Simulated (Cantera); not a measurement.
Mixture: CO : H2 : CH4 : O2 : N2 = 1 : 0.037 : 0.38 : 1.16 : 6.62 (molar parts), equivalence ratio 1.1, at 4800 Torr, adiabatic and at constant pressure. Ignition delay is the time to a rise of 400 K.

Model: GRI-Mech 3.0 (53 species, 325 reactions), integrated in Cantera.

Q: What does this change do: pressure from 4800 Torr to 3750 Torr?

A: 
| quantity | before | after |
|---|---|---|
| delay at 1198 K | 5.89 ms | 7.10 ms |
| delay at 1298 K | 1.86 ms | 2.24 ms |
| delay at 1398 K | 0.636 ms | 0.759 ms |
| delay at 1498 K | 0.239 ms | 0.284 ms |
| delay at 1598 K | 0.100 ms | 0.119 ms |
| apparent activation energy between 1498 and 1598 K | 170 kJ/mol | 170 kJ/mol |

Q: What does this change do: pressure from 4800 Torr to 368 Torr?

A: 
```tsv
quantity	before	after
delay at 1198 K	5.89 ms	35.0 ms
delay at 1298 K	1.86 ms	10.2 ms
delay at 1398 K	0.636 ms	3.49 ms
delay at 1498 K	0.239 ms	1.47 ms
delay at 1598 K	0.100 ms	0.721 ms
apparent activation energy between 1498 and 1598 K	170 kJ/mol	140 kJ/mol
```

Q: What does this change do: CO 1 to 0.42 parts?

A: 
| quantity | before | after |
|---|---|---|
| delay at 1198 K | 5.89 ms | 4.87 ms |
| delay at 1298 K | 1.86 ms | 1.69 ms |
| delay at 1398 K | 0.636 ms | 0.611 ms |
| delay at 1498 K | 0.239 ms | 0.237 ms |
| delay at 1598 K | 0.100 ms | 0.101 ms |
| apparent activation energy between 1498 and 1598 K | 170 kJ/mol | 170 kJ/mol |
